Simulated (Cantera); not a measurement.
## Thermodynamics of tantalum, niobium, vanadium and zirconium in process gases, feed V + H2O + H2

Charge: 1 mol V, 0.033 mol H2O, 45 mol H2, held at 0.170 bar.

Method: chemical equilibrium by Gibbs-energy minimisation in Cantera with the NASA 1993 tables (ideal gas, pure condensed phases). Candidate condensed phases: H2O, V, VO, V2O3, V2O4, V2O5; 12 gas species. Mutual solubility and eutectic melting of coexisting phases are not modelled. VO: taken at fixed stoichiometry. Condensed phases not in the tables: N, O or C dissolved in the metal. Kinetics and transport are ignored.

From 1323 K to 1923 K the condensed part is V(s) + VO(s). At 2073 K the condensed part is V(s) + VO(l). From 2223 K to 2523 K the condensed part is V(l). From 2673 K to 2823 K nothing is condensed.

```tsv
T (K)	x H2	x H	x V	x VO	x H2O	x VO2	x OH	n V(s)	n VO(s)	n VO(l)	n V(l)
1323	1.000	3.85e-6	2.19e-12	1.01e-12	2.09e-6	<1e-12	<1e-12	0.967	0.0329	0	0
1473	1.000	3.07e-5	2.47e-10	1.43e-10	1.00e-5	3.35e-12	8.00e-12	0.967	0.0325	0	0
1623	1.000	0.000168	1.15e-8	7.82e-9	3.52e-5	2.84e-10	2.47e-10	0.969	0.0314	0	0
1773	0.999	0.000690	2.78e-7	2.11e-7	9.80e-5	1.09e-8	4.19e-9	0.971	0.0286	0	0
1923	0.997	0.00228	4.03e-6	3.30e-6	0.000229	2.27e-7	4.52e-8	0.977	0.0225	0	0
2073	0.993	0.00636	3.93e-5	3.33e-5	0.000460	2.86e-6	3.35e-7	0.986	0	0.0104	0
2223	0.984	0.0154	0.000274	0.000157	0.000548	1.06e-5	1.24e-6	0	0	0	0.980
2373	0.965	0.0333	0.00139	0.000327	0.000368	1.06e-5	2.26e-6	0	0	0	0.921
2523	0.929	0.0650	0.00574	0.000488	0.000200	6.51e-6	2.98e-6	0	0	0	0.708
2673	0.864	0.116	0.0199	0.000572	9.42e-5	2.91e-6	3.14e-6	0	0	0	0
2823	0.789	0.191	0.0191	0.000518	0.000116	2.76e-6	8.06e-6	0	0	0	0
```
x: gas mole fraction; n: condensed amount in mol.
